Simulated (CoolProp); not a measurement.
Values from CoolProp's reference Helmholtz-energy equation of state, Thol 2019.

Give the vapour pressure (MPa), vapour density (kg/m³), liquid cp (kJ/(kg K)), surface tension (mN/m) of saturated decamethylcyclopentasiloxane (D5) at 222.95, 274.25 °C.


```tsv
T (°C)	p (MPa)	vapour density (kg/m³)	liquid cp (kJ/(kg K))	surface tension (mN/m)
222.95	0.133	13.5	2.02	4.92
274.25	0.361	38.3	2.15	2.37
```

Surface tension comes from a separate correlation (Mulero 2014), older than this fluid's equation and unchecked against measurements.
